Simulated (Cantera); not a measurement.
Input: 1 mol Si₃N₄, 0.058 mol O₂, 3.8 mol H₂, held at 0.00133 bar.

These are equilibrium values from Cantera (NASA tables, ideal gas, pure condensed phases), not measurements of a reactor. Candidate condensed phases: H₂O, Si, SiO₂, Si₂N₂O, Si₃N₄; 35 gas species. The tables' values for SiN are old estimates; treat these amounts as uncertain. Gases not in the tables: Si₂H₆ and higher silanes. Equilibrium is a limit: real reactors are often held back by kinetics, nucleation or transport.

x: gas mole fraction; n: condensed amount in mol.

```json
[
 {"T (K)": "1898", "x H₂": "0.622", "x N₂": "0.332", "x Si": "0.00921", "x H": "0.0169", "x SiO": "0.0193", "x SiH": "0.000232", "x Si₂": "?", "n Si(l)": "2.82"},
 {"T (K)": "1923", "x H₂": "0.617", "x N₂": "0.330", "x Si": "0.0127", "x H": "0.0203", "x SiO": "0.0192", "x SiH": "0.000299", "x Si₂": "?", "n Si(l)": "2.80"},
 {"T (K)": "1948", "x H₂": "0.611", "x N₂": "0.328", "x Si": "0.0174", "x H": "0.0242", "x SiO": "0.0190", "x SiH": "0.000382", "x Si₂": "?", "n Si(l)": "2.77"},
 {"T (K)": "1973", "x H₂": "0.603", "x N₂": "0.325", "x Si": "0.0237", "x H": "0.0287", "x SiO": "0.0188", "x SiH": "0.000485", "x Si₂": "?", "n Si(l)": "2.73"},
 {"T (K)": "1998", "x H₂": "0.593", "x N₂": "0.321", "x Si": "0.0319", "x H": "0.0338", "x SiO": "0.0186", "x SiH": "0.000611", "x Si₂": "?", "n Si(l)": "2.67"},
 {"T (K)": "2023", "x H₂": "0.581", "x N₂": "0.316", "x Si": "0.0427", "x H": "0.0397", "x SiO": "0.0184", "x SiH": "0.000764", "x Si₂": "?", "n Si(l)": "2.60"},
 {"T (K)": "2048", "x H₂": "0.566", "x N₂": "0.310", "x Si": "0.0567", "x H": "0.0462", "x SiO": "0.0180", "x SiH": "0.000947", "x Si₂": "?", "n Si(l)": "2.50"},
 {"T (K)": "2073", "x H₂": "0.549", "x N₂": "0.303", "x Si": "0.0748", "x H": "0.0533", "x SiO": "0.0176", "x SiH": "0.00116", "x Si₂": "?", "n Si(l)": "2.36"}
]
```

### Question
What belongs in the gaps?

### Answer

- 1898, x Si₂: 7.36e-5
- 1923, x Si₂: 0.000109
- 1948, x Si₂: 0.000159
- 1973, x Si₂: 0.000230
- 1998, x Si₂: 0.000329
- 2023, x Si₂: 0.000467
- 2048, x Si₂: 0.000658
- 2073, x Si₂: 0.000918
